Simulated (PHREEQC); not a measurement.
A made-up water analysis in mg/kgw, 20 °C, pH 2.9, pe 11.2:

```json
[
 {"constituent": "Na", "mg/kgw": "367"},
 {"constituent": "K", "mg/kgw": "431"},
 {"constituent": "Ca", "mg/kgw": "60.4"},
 {"constituent": "Mg", "mg/kgw": "80"},
 {"constituent": "Cl", "mg/kgw": "298"},
 {"constituent": "S(6) as SO4", "mg/kgw": "1510"},
 {"constituent": "Li", "mg/kgw": "0.0845"},
 {"constituent": "Al", "mg/kgw": "14.2"}
]
```

Valence states are taken as typed.

The numbers come from PHREEQC with the ion-association model, wateq4f.dat.

No solid was allowed to form.

Problem. Order these Ca species by the share of Ca that they hold, largest first: CaHSO4+, Ca+2, CaSO4.

Solution. Ca+2 (66 %), CaSO4 (33 %), CaHSO4+ (0.28 %)

The pH is 2.90 and the ionic strength 0.0496 mol/kgw.
